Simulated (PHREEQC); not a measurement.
# Reverse-osmosis permeate (model solution)

A made-up water analysis in mmol/kgw, 25 °C, pH 6.52, pe 12.9:

| constituent | mmol/kgw |
|---|---|
| Na | 0.0453 |
| K | 0.0215 |
| Ca | 0.0324 |
| Mg | 0.00777 |
| Cl | 0.0497 |
| S(6) | 0.0106 |
| Alkalinity (meq/kgw) | 0.0737 |
| Si | 0.00141 |
| Ni | 2.87e-05 |

Na is adjusted to close the charge balance.
Valence states are taken as typed.

All values are PHREEQC results (ion-association model, wateq4f.dat), not measurements.

Each row changes one thing in this solution. This is a speciation only: nothing precipitates in the calculation.

```csv
case,CO2 (mol/kgw),Ni+2 (mol/kgw),CO3-2 (mol/kgw),H3SiO4- (mol/kgw),HSO4- (mol/kgw),MgOH+ (mol/kgw),SI of Quartz (SiO2)
as made,4.94e-5,2.63e-8,1.20e-8,6.99e-10,2.94e-10,8.88e-11,-1.87
pH from 6.52 to 6.02 at the same alkalinity,0.000158,?,3.84e-9,2.21e-10,9.31e-10,2.81e-11,-1.87
pH from 6.52 to 6.82 at the same alkalinity,2.47e-5,?,2.40e-8,1.40e-9,1.48e-10,1.77e-10,-1.87
```

### Question
Complete the blanks.

### Answer

- pH from 6.52 to 6.02 at the same alkalinity, Ni+2 (mol/kgw): 2.77e-8
- pH from 6.52 to 6.82 at the same alkalinity, Ni+2 (mol/kgw): 2.46e-8

Species that the database lacks are ignored. The database's nickel carbonate constants are estimates that later reviews lower a good deal.
